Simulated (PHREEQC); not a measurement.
A PHREEQC input (ion-association model, phreeqc.dat):

```
SOLUTION 1
  temp 25
  units mg/kgw
  pH 6.09
  pe 12.1
  Na 0.0121
  K 9.37e-06
  Ca 0.0532
  Mg 0.0178
  Cl 0.0405
  S(6) 0.0144 as SO4
  Alkalinity 0.194 as HCO3 charge
  Ba 0.013
  Cd 0.00968
END
USE solution 1
EQUILIBRIUM_PHASES 1
  CO2(g) -2.5 10
END
```

It stops with these messages:

```
ERROR: Alkalinity cannot be used with charge balance or solution phase boundary constraints.
ERROR: Program terminating due to input errors.
```

The fault: charge balance asked on alkalinity. The line should read `as HCO3` where the input has `as HCO3 charge`. With the mend the run ends at pH 5.26 and ionic strength 1.27e-5 mol/kgw.
